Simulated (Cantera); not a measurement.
Mixture: H2 : O2 : N2 = 1 : 0.455 : 1.71 (molar parts), equivalence ratio 1.1, at 760 Torr, adiabatic and at constant volume. Ignition delay is the time to a rise of 400 K.

Computed with Cantera and the H2/O2 subset of GRI-Mech 3.0, which has no nitrogen chemistry. Where the delays flatten at high temperature, the 400 K rule measures the pace of heat release, not the induction time.

### Question
What does this change do: O2 0.455 to 0.23 parts?

### Answer
```csv
quantity,before,after
delay at 1250 K,34.5 µs,58.0 µs
delay at 1350 K,22.9 µs,39.6 µs
delay at 1450 K,16.9 µs,30.6 µs
delay at 1550 K,13.7 µs,26.4 µs
delay at 1650 K,12.0 µs,24.8 µs
delay at 1750 K,11.4 µs,25.1 µs
delay at 1850 K,11.5 µs,26.7 µs
```

### Question
What does this change do: pressure from 760 Torr to 3530 Torr?

### Answer
```
quantity          before    after
---------------  -------  -------
delay at 1250 K  34.5 µs  9.54 µs
delay at 1350 K  22.9 µs  5.14 µs
delay at 1450 K  16.9 µs  3.37 µs
delay at 1550 K  13.7 µs  2.43 µs
delay at 1650 K  12.0 µs  1.89 µs
delay at 1750 K  11.4 µs  1.55 µs
delay at 1850 K  11.5 µs  1.34 µs
```
The hydrogen kinetics of GRI-Mech 3.0 are dated; newer H2 mechanisms differ, most at raised pressure.
